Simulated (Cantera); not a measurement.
A perfectly stirred reactor is fed with CH4 : H2 : H = 0.017 : 1 : 0.099 (molar parts), at 13300 Pa; it is held at 2100 K, and followed from long to short residence time.

Detailed kinetics in Cantera: GRI-Mech 3.0 (53 species, 325 reactions). GRI-Mech 3.0 stops at C3 and has no aromatics, soot or wall deposition, so with more carbon than oxygen in the feed, carbon stays in small species such as C2H2 where larger ones or solid carbon would form.

Q: Predict: x(CH4) at τ = 9.40 s; x(H2) at τ = 9.40 s; x(H) at τ = 9.40 s; x(C2H2) at τ = 9.40 s; x(CH4) at τ = 0.160 s; x(H2) at τ = 0.160 s; x(H) at τ = 0.160 s; x(C2H6) at τ = 0.160 s; x(C2H2) at τ = 0.160 s.

A: 
| Item | Value |
|---|---|
| x(CH4) at τ = 9.40 s | 0.000209 |
| x(H2) at τ = 9.40 s | 0.983 |
| x(H) at τ = 9.40 s | 0.00863 |
| x(C2H2) at τ = 9.40 s | 0.00768 |
| x(CH4) at τ = 0.160 s | 0.00108 |
| x(H2) at τ = 0.160 s | 0.981 |
| x(H) at τ = 0.160 s | 0.0105 |
| x(C2H6) at τ = 0.160 s | 2.07e-8 |
| x(C2H2) at τ = 0.160 s | 0.00715 |
